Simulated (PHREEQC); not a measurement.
# Spent oxide etchant (model solution)

Make-up at 25 °C: 0.083 mol HF, 0.038 mol H2SiF6, 0.00033 mol H3PO4 and 0.079 mol HCl per kg of water. Closed to the air; pH follows from the charge balance.

The numbers come from PHREEQC with the ion-association model, phreeqc.dat.

Each row changes one thing in this solution. No solid was allowed to form.

| case | pH | ionic strength (mol/kgw) | HF (mol/kgw) | F- (mol/kgw) | HF2- (mol/kgw) |
|---|---|---|---|---|---|
| as made | 0.91 | 0.194 | 0.0819 | 0.000647 | 0.000202 |
| HF left out | 0.92 | 0.189 | 0.00914 | 7.35e-5 | 2.56e-6 |
| diluted 10-fold with water | 1.85 | 0.0197 | 0.00792 | 0.000431 | 1.31e-5 |
| temperature from 25 to 5 °C | 0.90 | 0.194 | 0.0817 | 0.000894 | 0.000226 |
| diluted 5-fold with water | 1.56 | 0.0391 | 0.0161 | 0.000480 | 2.96e-5 |
| H3PO4 left out | 0.91 | 0.194 | 0.0819 | 0.000647 | 0.000202 |
| H2SiF6 replaced by NaHF2 at the same molality | 1.41 | 0.0845 | 0.151 | 0.00344 | 0.00199 |

Some of these states are supersaturated (in Quartz (slow to form), Chalcedony (slow to form), for instance). At this temperature some constants are extrapolated from 25 °C, and those without enthalpy data are left unchanged. SiF6-2 is the database's only silicon fluoride.
